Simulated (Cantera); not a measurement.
A closed system holds: 1 mol Si, 3.5 mol H2, a varied amount of HCl, at 1300 K and 19.0 bar.

Cantera equilibrium calculation (NASA polynomials, part measured and part estimated; ideal gas, pure solids and liquids). Candidate condensed phases: Si; 19 gas species. Gases not in the tables: Si2H6 and higher silanes. Kinetics and transport are ignored.

Problem. Which condensed phases are stable at each of these points (n(HCl) (mol)): 0.63, 1, 1.4, 1.8, 2.2, 2.6, 3, 3.4, 3.8, 4.2, 4.6, 5?

Solution. 
```csv
n(HCl) (mol),condensed phases,Si condensed (%)
0.63,Si(s),82.6
1,Si(s),71.8
1.4,Si(s),60.3
1.8,Si(s),48.8
2.2,Si(s),37.3
2.6,Si(s),25.9
3,Si(s),14.5
3.4,Si(s),3.1
3.8,gas only,0.0
4.2,gas only,0.0
4.6,gas only,0.0
5,gas only,0.0
```

From 0.63 mol HCl to 3.4 mol HCl the condensed part is Si(s). From 3.8 mol HCl to 5 mol HCl nothing is condensed.
